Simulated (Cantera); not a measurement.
C2H2 + CO2 + N2 + O2 (carbon deposition, reforming and gasification)

Feed: 1 mol C2H2, 0.84 mol CO2, 0.23 mol N2, 0.11 mol O2, at 1125 °C and 1 atm.

Method: chemical equilibrium by Gibbs-energy minimisation in Cantera with the NASA 1993 tables (ideal gas, pure condensed phases). Candidate condensed phases: C, C6H6, C7H8, C8H18, H2O; 136 gas species. Kinetics and transport are ignored.

```json
{
  "x(CO)": "0.606",
  "x(H2)": "0.318",
  "x(N2)": "0.0736",
  "x(H2O)": "0.000740",
  "x(CO2)": "0.000652",
  "x(CH4)": "0.000449",
  "x(HCN)": "7.47e-5",
  "x(NH3)": "4.25e-6",
  "x(H)": "2.65e-6",
  "n(C(graphite))": "0.943 mol",
  "gas_amount": "3.124 mol"
}
```
